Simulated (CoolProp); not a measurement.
A Linde-Hampson liquefier for oxygen: isothermal reversible compression at 300 K from 1 atm to 10 MPa, throttling to 1 atm, return gas leaving the recuperator 5 K below the feed. Each further row changes one setting.

The numbers come from the reference Helmholtz-energy equation of state, Schmidt 1985 in CoolProp.

```tsv
case	liquid yield per pass	compression work (kJ/kg of gas)
as stated	0.047	354
high pressure 20 MPa	0.095	405
warm-end temperature 330 K	0.033	391
warm-end gap 10 K	0.036	354
```

Above 300 K oxygen's equation is extrapolated.
